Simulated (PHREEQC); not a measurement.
A solution holds 0.0012 mol/kgw (NH4)2SO4, at 20 °C. Closed to the air; pH follows from the charge balance.

Computed with PHREEQC (ion-association model, phreeqc.dat).

```tsv
quantity	before	after
pH	6.05	5.58
ionic strength (mol/kgw)	0.00354	0.00354
HSO4- (mol/kgw)	7.47e-8	5.04e-7
```

### Question
Name the change that produced these shifts.
(A) temperature from 20 to 65 °C
(B) (NH4)2SO4 from 0.0012 to 0.00012 mol/kgw
(C) (NH4)2SO4 replaced by MnSO4 at the same molality
(D) (NH4)2SO4 from 0.0012 to 0.0006 mol/kgw
(E) temperature from 20 to 55 °C

### Answer
E, temperature from 20 to 55 °C

This is a speciation only: nothing precipitates in the calculation. Constants without temperature data keep their 25 °C values here.
